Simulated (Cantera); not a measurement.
# Adiabatic ignition

An adiabatic, constant-pressure homogeneous reactor starts with 12.2 % H₂, 18.5 % O₂, 69.3 % N₂, at 1073 K and 15.0 bar.

Computed with Cantera and the H2/O2 subset of GRI-Mech 3.0, which has no nitrogen chemistry. The hydrogen kinetics of GRI-Mech 3.0 are dated; newer H2 mechanisms differ, most at raised pressure. The pressure lies above the range GRI-Mech 3.0 was tuned for (to about 10 atm).

| t (s) | T (K) | x H₂ | x O₂ | x H₂O | x O | x H₂O₂ | x HO₂ | x OH |
|---|---|---|---|---|---|---|---|---|
| 5.00e-6 | 1073 | 0.122 | 0.185 | 2.07e-9 | 3.44e-11 | 1.41e-10 | 1.77e-8 | 1.32e-11 |
| 1.34e-5 | 1073 | 0.122 | 0.185 | 5.94e-9 | 3.67e-11 | 1.02e-9 | 4.81e-8 | 1.44e-11 |
| 3.60e-5 | 1073 | 0.122 | 0.185 | 1.83e-8 | 4.37e-11 | 7.28e-9 | 1.32e-7 | 1.88e-11 |
| 9.67e-5 | 1073 | 0.122 | 0.185 | 7.58e-8 | 6.93e-11 | 5.09e-8 | 3.78e-7 | 4.04e-11 |
| 0.000260 | 1073 | 0.122 | 0.185 | 6.14e-7 | 2.01e-10 | 3.81e-7 | 1.36e-6 | 1.81e-10 |
| 0.000697 | 1073 | 0.122 | 0.185 | 1.33e-5 | 1.72e-9 | 5.59e-6 | 8.91e-6 | 2.20e-9 |
| 0.00187 | 1083 | 0.120 | 0.184 | 0.00119 | 5.83e-8 | 0.000222 | 6.91e-5 | 1.02e-7 |
| 0.00502 | 1948 | 1.78e-5 | 0.132 | 0.129 | 4.19e-5 | 2.83e-7 | 3.61e-6 | 0.000812 |
| 0.0135 | 1948 | 1.78e-5 | 0.132 | 0.129 | 4.19e-5 | 2.83e-7 | 3.61e-6 | 0.000812 |
| 0.0362 | 1948 | 1.78e-5 | 0.132 | 0.129 | 4.19e-5 | 2.83e-7 | 3.61e-6 | 0.000812 |
| 0.0971 | 1948 | 1.78e-5 | 0.132 | 0.129 | 4.19e-5 | 2.83e-7 | 3.61e-6 | 0.000812 |
| 0.261 | 1948 | 1.78e-5 | 0.132 | 0.129 | 4.19e-5 | 2.83e-7 | 3.61e-6 | 0.000812 |
| 0.700 | 1948 | 1.78e-5 | 0.132 | 0.129 | 4.19e-5 | 2.83e-7 | 3.61e-6 | 0.000812 |
x: mole fraction; the columns are a selection and need not sum to one.

The time of steepest temperature rise is 2.55 ms. The temperature at 0.700 s comes out as 1948 K. The equilibrium temperature comes out as 1948 K, the x(H₂) at 0.700 s is 1.78e-5 (gas-phase equilibrium 1.78e-5) and the x(O₂) at 0.700 s is 0.132 (gas-phase equilibrium 0.132). The x(H₂O) at 0.700 s is 0.129 (gas-phase equilibrium 0.129).
